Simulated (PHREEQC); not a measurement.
# Metal-bearing waste water

Consider water at 20 °C with 0.0011 mol/kgw Al2(SO4)3, 0.033 mol/kgw NiCl2, 0.00043 mol/kgw H2SO4 and 9.3e-05 mol/kgw Na2SO4. Closed to the air; pH follows from the charge balance.

Computed with PHREEQC (ion-association model, wateq4f.dat).

Each row changes one thing in this solution. This is a speciation only: nothing precipitates in the calculation.

```
case                                                pH  ionic strength (mol/kgw)  SO4-2 (mol/kgw)  Al+3 (mol/kgw)  AlSO4+ (mol/kgw)  HSO4- (mol/kgw)  SI of Gibbsite (Al(OH)3)  SI of Boehmite (AlOOH)
------------------------------------------------  ----  ------------------------  ---------------  --------------  ----------------  ---------------  ------------------------  ----------------------
as made                                           3.17                     0.103          0.00176         0.00151          0.000668          4.97e-5                     -2.46                   -3.00
Al2(SO4)3 from 0.0011 to 0.011 mol/kgw            3.26                     0.143           0.0107         0.00651            0.0139         0.000225                     -1.61                   -2.15
NiCl2 replaced by NaCl at the same molality       3.17                    0.0436          0.00237         0.00105           0.00111          8.14e-5                     -2.45                   -2.99
diluted 10-fold with water                        4.07                    0.0111         0.000269        0.000168           4.22e-5          1.48e-6                     -0.34                   -0.88
NiCl2 replaced by (CH3)4NCl at the same molality  3.17                    0.0437          0.00252         0.00102           0.00113          8.57e-5                     -2.46                   -3.00
temperature from 20 to 75 °C                      3.15                     0.103          0.00152         0.00130          0.000721         0.000166                     +0.02                   +0.11
```

Species that the database lacks are ignored. Some of these states are supersaturated (in Boehmite (slow to form), for instance). At this temperature some constants are extrapolated from 25 °C, and those without enthalpy data are left unchanged.
